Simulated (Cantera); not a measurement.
A closed system holds: 1 mol Si, a varied amount of HBr, 0.17 mol N₂, equilibrated at 9.80 mbar.

Method: chemical equilibrium by Gibbs-energy minimisation in Cantera with the NASA 1993 tables (ideal gas, pure condensed phases). Candidate condensed phases: Br₂, Si, Si₃N₄; 28 gas species. N₂ is the only nitrogen source here; it is nearly inert below about 1500 K, so the nitride shown seldom forms there in practice. The tables' values for SiBr₃ are old estimates. Equilibrium is a limit: real reactors are often held back by kinetics, nucleation or transport.

Q: What condenses at these points (T in K, n(HBr) in mol): (1075, 15); (1375, 5); (1150, 14); (1150, 15); (1300, 3.7)?

A: 
| T (K) | n(HBr) in mol | condensed phases | Si condensed (%) |
|---|---|---|---|
| 1075 | 15 | gas only | 0.0 |
| 1375 | 5 | Si₃N₄ | 6.9 |
| 1150 | 14 | gas only | 0.0 |
| 1150 | 15 | gas only | 0.0 |
| 1300 | 3.7 | Si₃N₄ | 24.7 |
